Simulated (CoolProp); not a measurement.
Computed with CoolProp (reference Helmholtz-energy equation of state, Thol 2015).

Question: For octamethylcyclotetrasiloxane (D4), give the phase and the cp (kJ/(kg K)) at 582 K and 11.7 kPa; 388 K and 3660 kPa.

Answer: 
- 582 K and 11.7 kPa: gas; cp 1.97
- 388 K and 3660 kPa: liquid; cp 1.84
